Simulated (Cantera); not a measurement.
Charge: 1 mol Cr2O3, 170 mol H2, 2.8 mol N2, held at 973 K.

Equilibrium computed with Cantera from the NASA thermochemical tables; the gas is ideal and each condensed phase is pure. Candidate condensed phases: Cr, CrN, Cr2N, Cr2O3, H2O; 29 gas species. The numbers say what is thermodynamically allowed, not how fast it happens.

log p: log10 of the partial pressure in bar; n: condensed amount in mol.

```csv
P (Pa),log p H2,log p N2,log p NH3,log p H2O,log p H,n Cr(s),n Cr2O3(s),n Cr2N(s),n CrN(s)
10,-4.01,-5.79,-12.06,-9.27,-10.97,0.000612,1.000,0,0
68,…,…,…,…,…,0,1.000,…,0
460,…,…,…,…,…,0,0.999,…,0
3200,-1.50,-3.29,-7.05,-6.36,-9.72,0,0.999,0.000780,0
22000,-0.66,-2.45,-5.38,-5.26,-9.30,0,0.999,0,0.00289
150000,0.17,-1.62,-3.71,-4.15,-8.88,0,0.997,0,0.00547
1000000,0.99,-0.80,-2.07,-3.05,-8.47,0,0.995,0,0.0102
```

Problem. Some entries are withheld; supply them.

Solution. 
- 68, log p H2: -3.17
- 68, log p N2: -4.96
- 68, log p NH3: -10.40
- 68, log p H2O: -8.31
- 68, log p H: -10.55
- 68, n Cr2N(s): 0.000411
- 460, log p H2: -2.34
- 460, log p N2: -4.13
- 460, log p NH3: -8.74
- 460, log p H2O: -7.35
- 460, log p H: -10.14
- 460, n Cr2N(s): 0.000565
